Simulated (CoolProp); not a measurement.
Vapour-liquid equilibrium of propane (1) + R245fa (2) at 333 K; x and y are mole fractions of (1).

Computed with CoolProp (multi-fluid Helmholtz-energy mixture model, Lemmon 2009 and Akasaka 2015; pair parameters Bell 2016).

Problem. Give the bubble pressure and the first vapour's composition at x = 0.35, 0.75, 0.85. Is there an azeotrope?

Solution. x = 0.35: 15.21 bar, y = 0.713; x = 0.75: 19.49 bar, y = 0.842; x = 0.85: 20.32 bar, y = 0.890. No azeotrope shows between x = 0.05 and 0.95.

Pair parameters are fitted to limited data, so mixtures are less certain than the pure fluids. With so large a gap from Raoult's law the liquid may split in two, which this calculation doesn't test in full.
